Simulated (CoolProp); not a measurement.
Properties of R11 along the isobar 22.4 MPa.

The numbers come from the reference Helmholtz-energy equation of state, Jacobsen 1992 in CoolProp.

```csv
T (K),phase,cp (kJ/(kg K)),speed of sound (m/s),conductivity (mW/(m K))
376.9,liquid,0.9057,647.1,76.9
385.7,liquid,0.9123,626.6,75.1
394.5,liquid,0.9189,606.6,73.4
403.3,liquid,0.9256,587.1,71.7
412.1,liquid,0.9322,567.9,70.0
420.9,liquid,0.9387,549.2,68.4
429.7,liquid,0.9452,531.0,66.8
438.5,liquid,0.9515,513.2,65.2
447.2,liquid,0.9576,496.0,63.7
456,liquid,0.9636,479.1,62.2
464.8,liquid,0.9693,462.7,60.7
473.6,supercritical,0.9747,446.7,59.3
482.4,supercritical,0.9798,431.4,57.9
491.2,supercritical,0.9845,416.5,56.6
500,supercritical,0.9887,402.3,55.3
```

Thermal conductivity comes from a separate model (McLinden 2000), an estimate that may be off by 10 % or more.
